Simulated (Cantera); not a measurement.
What does this Cantera script print?

```python
import numpy as np
import cantera as ct

gas_names = """
    F FO FO2 F2 F2O N NF NF2 NF3 NO NO2 NO3 N2 N2O O O2 O3 Si SiF SiF2 SiF3 SiF4 SiN SiO SiO2 Si2 Si2N
    Si3
""".split()
cond_names = """
    Si(cr) Si(L) SiO2(Lqz) SiO2(hqz) SiO2(L) Si2N2O(s) Si3N4(a)
""".split()


# ... load() reads the species with a 1 bar reference pressure and builds the phases ...
atoms = {
    'SiF4': {'Si': 1, 'F': 4},
    'NO': {'N': 1, 'O': 1},
    'N2': {'N': 2},
    'O3': {'O': 3},
}
top_T = {'Si2N2O(s)': 2100, 'Si3N4(a)': 2400}  # K; cautious upper limits of use, not melting points


# ... equilibrate(T, P, feed) seeds the gas with the atoms and calls Mixture.equilibrate('TP', solver="vcs", rtol=1e-11, max_steps=5000) ...
results = []
T = 1750  # K
P = 9700  # Pa
for m in [15, 21, 29, 40, 55, 76, 110]:
    feed = {'SiF4': 1, 'NO': 1.1, 'N2': m, 'O3': 0.52}  # mol
    mix = equilibrate(T, P, feed)
    results.append((T, P, feed, dict(zip(mix.species_names, mix.species_moles))))

top = {s: max(r[3][s] / sum(r[3][g] for g in gas_names) for r in results) for s in gas_names}
cols = sorted((s for s in top if top[s] > 0.0001), key=lambda s: -top[s])[:7]
seen = [c for c in cond_names if any(r[3].get(c, 0) > 1e-12 for r in results)]
print("log10 of partial pressures in bar; condensed amounts in mol")
print(f"{'n(N2)':>10s}" + "".join(f"{s[:9]:>10s}" for s in cols + seen))
for T, P, feed, n in results:
    ng = sum(n[g] for g in gas_names)
    print(f"{feed['N2']:10.4g}" + "".join(f"{np.log10(max(n[s] / ng * P / 1e5, 1e-99)):10.3f}" for s in cols)
          + "".join(f"{n.get(c, 0):10.4g}" for c in seen))
```

It prints:

```
log10 of partial pressures in bar; condensed amounts in mol
     n(N2)        N2        O2      SiF4        NO   SiO2(L)
        15    -1.074    -2.148    -2.266    -3.678 1.607e-05
        21    -1.058    -2.275    -2.391    -3.733 1.842e-05
        29    -1.047    -2.402    -2.517    -3.791 2.108e-05
        40    -1.038    -2.532    -2.646    -3.852 2.415e-05
        55    -1.031    -2.664    -2.776    -3.914 2.765e-05
        76    -1.027    -2.801    -2.910    -3.980 3.169e-05
       110    -1.022    -2.959    -3.066    -4.058  3.69e-05
```

These are equilibrium values from Cantera (NASA tables, ideal gas, pure condensed phases), not measurements of a reactor.
